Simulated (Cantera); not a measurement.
**Thermodynamics of carbon deposition, reforming and gasification, feed CH4 + NH3 + N2 + O2**

Charge: 1 mol CH4, 2.6 mol NH3, 15 mol N2, 0.026 mol O2, at 0.000230 bar.

Equilibrium computed with Cantera from the NASA thermochemical tables; the gas is ideal and each condensed phase is pure. Candidate condensed phases: C, C6H6, C7H8, C8H18, H2O; 169 gas species. Ions and electrons are included (thermal ionisation). Equilibrium is a limit: real reactors are often held back by kinetics, nucleation or transport.

| T (K) | x N2 | x N | x H | x H2 | x C | x CN | x HCN | n C(graphite) |
|---|---|---|---|---|---|---|---|---|
| 2000 | 0.711 | 5.01e-8 | 0.0514 | 0.229 | 1.32e-7 | 3.14e-5 | 0.00595 | 0.795 |
| 2500 | 0.595 | 1.49e-5 | 0.340 | 0.0420 | 0.000724 | 0.00524 | 0.0112 | 0.221 |
| 3000 | 0.559 | 0.000687 | 0.406 | 0.00152 | 0.0167 | 0.0122 | 0.000443 | 0 |
| 3500 | 0.551 | 0.0108 | 0.404 | 0.000108 | 0.0282 | 0.00407 | 7.02e-6 | 0 |
| 4000 | 0.496 | 0.0824 | 0.389 | 1.37e-5 | 0.0300 | 0.00123 | 2.08e-7 | 0 |
| 4500 | 0.304 | 0.327 | 0.339 | 2.21e-6 | 0.0274 | 0.000349 | 8.59e-9 | 0 |
| 5000 | 0.0792 | 0.615 | 0.280 | 4.36e-7 | 0.0230 | 7.15e-5 | 3.47e-10 | 0 |
x: gas mole fraction; n: condensed amount in mol.

From 2000 K to 2500 K the condensed part is C(graphite). From 3000 K to 5000 K nothing is condensed. The main C-bearing gas is HCN at 2000 K and C at 5000 K.
